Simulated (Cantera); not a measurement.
A perfectly stirred reactor is fed with CH₄ : O₂ : N₂ = 0.0095 : 0.0049 : 1 (molar parts), at 9.18 atm; it is held at 1350 K, and followed from long to short residence time.

Computed with Cantera and GRI-Mech 3.0 (53 species, 325 reactions).

| quantity | before | after |
|---|---|---|
| x(CH₄) at τ = 0.970 s | 0.00503 | 0.00486 |
| x(O₂) at τ = 0.970 s | 0.000614 | 0.00129 |
| x(N₂O) at τ = 0.970 s | 4.47e-9 | 2.01e-9 |
| x(CH₂) at τ = 0.970 s | 5.09e-10 | 2.98e-9 |
| x(C₂H₆) at τ = 0.970 s | 3.12e-5 | 5.60e-5 |
| x(CH₄) at τ = 11.0 ms | 0.00931 | 0.00936 |
| x(O₂) at τ = 11.0 ms | 0.00481 | 0.00483 |
| x(N₂O) at τ = 11.0 ms | 5.98e-10 | 2.54e-11 |
| x(CH₂) at τ = 11.0 ms | 3.43e-12 | 2.30e-12 |
| x(C₂H₆) at τ = 11.0 ms | 1.43e-5 | 8.69e-7 |

Problem. Which change was made?
A. N2 1 to 0.15 parts
B. pressure from 9.18 atm to 6.91 atm
C. temperature 1350 to 1000 K
D. pressure from 9.18 atm to 1.00 atm

Solution. D, pressure from 9.18 atm to 1.00 atm
